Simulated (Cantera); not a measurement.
## Thermodynamics of silicon etching in halogen gases, feed Si + F2 + N2

Charge: 1 mol Si, 2.2 mol F2, 2.3 mol N2, at 10000 Pa.

These are equilibrium values from Cantera (NASA tables, ideal gas, pure condensed phases), not measurements of a reactor. Candidate condensed phases: Si, Si3N4; 16 gas species. The numbers say what is thermodynamically allowed, not how fast it happens.

```tsv
T (°C)	log p N2	log p SiF4	log p F	log p F2	log p NF3	log p NF2
250	-1.18	-1.53	-7.45	-5.11	-2.40	-11.72
300	-1.18	-1.53	-6.36	-4.35	-2.41	-10.66
350	-1.18	-1.53	-5.45	-3.71	-2.42	-9.77
400	-1.18	-1.53	-4.68	-3.19	-2.46	-9.04
450	-1.18	-1.53	-4.04	-2.79	-2.55	-8.45
500	-1.18	-1.54	-3.52	-2.52	-2.76	-8.02
550	-1.18	-1.54	-3.12	-2.38	-3.09	-7.75
600	-1.19	-1.55	-2.81	-2.35	-3.52	-7.59
650	-1.19	-1.55	-2.56	-2.39	-4.00	-7.52
700	-1.19	-1.55	-2.36	-2.47	-4.51	-7.51
750	-1.20	-1.56	-2.21	-2.61	-5.05	-7.55
800	-1.20	-1.56	-2.11	-2.79	-5.63	-7.66
850	-1.20	-1.56	-2.05	-3.02	-6.26	-7.81
```
log p: log10 of the partial pressure in bar; nothing condenses.

From 250 °C to 850 °C nothing is condensed. The main Si-bearing gas is SiF4 throughout.
